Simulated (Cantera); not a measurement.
Feed: 1 mol Si(CH3)4, 0.11 mol CH4, 1400 mol H2, equilibrated at 677 °C and 32.0 mbar.

Method: chemical equilibrium by Gibbs-energy minimisation in Cantera with the NASA 1993 tables (ideal gas, pure condensed phases). Candidate condensed phases: C, C6H6, C7H8, C8H18, Si, SiC; 87 gas species. The numbers say what is thermodynamically allowed, not how fast it happens.

Base state: H2 0.998, CH4 0.00222 (mole fractions); condensed: SiC(s).

Question: What changes in the equilibrium state with this change: Si(CH3)4 replaced by SiH2Cl2?

Answer: 
```
species       before    after
-----------  -------  -------
H2             0.998    0.999
HCl                0  0.00137
SiHCl3             0  1.05e-5
CH4          0.00222  1.31e-6
SiC(s), mol     1.00    0.108
Si(s), mol         0    0.863
```

Question: What changes in the equilibrium state with this change: temperature from 677 °C to 927 °C?

Answer: 
| species | before | after |
|---|---|---|
| H2 | 0.998 | 0.999 |
| CH4 | 0.00222 | 0.000505 |
| SiC(s), mol | 1.00 | 1.00 |
| C(graphite), mol | 0 | 2.40 |
